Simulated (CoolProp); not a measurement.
The numbers come from the reference Helmholtz-energy equation of state, Lemmon 2006 in CoolProp. It is a short technical equation, of lower accuracy than the large ones.

Q: Give the vapour pressure (bar), liquid density (kg/m³), liquid cp (kJ/(kg K)), liquid viscosity (µPa s) of saturated toluene at 457.4 K.

A: 
```tsv
T (K)	p (bar)	liquid density (kg/m³)	liquid cp (kJ/(kg K))	liquid viscosity (µPa s)
457.4	5.61	697	2.31	152
```

Viscosity comes from a separate model (Avgeri 2015).
